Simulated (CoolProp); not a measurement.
Vapour-liquid equilibrium of ethylbenzene (1) + o-xylene (2) at 77.05 °C; x and y are mole fractions of (1).

Model: multi-fluid Helmholtz-energy mixture model, Zhou 2012 and Zhou 2012; pair parameters Bell 2016, in CoolProp.

| x | bubble pressure, mixture model (bar) | bubble pressure, Raoult's law (bar) | y, mixture model | y, Raoult's law |
|---|---|---|---|---|
| 0.05 | 0.1147 | 0.1146 | 0.066 | 0.065 |
| 0.125 | 0.1176 | 0.1174 | 0.161 | 0.159 |
| 0.2 | 0.1206 | 0.1202 | 0.253 | 0.249 |
| 0.275 | 0.1237 | 0.1229 | ? | 0.335 |
| 0.35 | 0.1268 | 0.1257 | 0.422 | 0.417 |
| 0.425 | 0.1298 | 0.1285 | 0.500 | 0.495 |
| 0.5 | 0.1327 | 0.1312 | 0.574 | 0.570 |
| 0.575 | ? | 0.1340 | ? | 0.642 |
| 0.65 | 0.1384 | 0.1368 | 0.711 | 0.711 |
| 0.725 | 0.1411 | 0.1396 | 0.775 | 0.778 |
| 0.8 | 0.1436 | 0.1423 | 0.838 | 0.842 |
| 0.875 | 0.1460 | 0.1451 | 0.899 | 0.903 |
| 0.95 | ? | 0.1479 | 0.959 | 0.962 |

Some entries are withheld; supply them.


- 0.275, y, mixture model: 0.340
- 0.575, bubble pressure, mixture model (bar): 0.1356
- 0.575, y, mixture model: 0.644
- 0.95, bubble pressure, mixture model (bar): 0.1483

The largest gap from Raoult's law is +1.2 % in bubble pressure, at x = 0.575. No azeotrope shows between x = 0.05 and 0.95.

Pair parameters are fitted to limited data, so mixtures are less certain than the pure fluids.
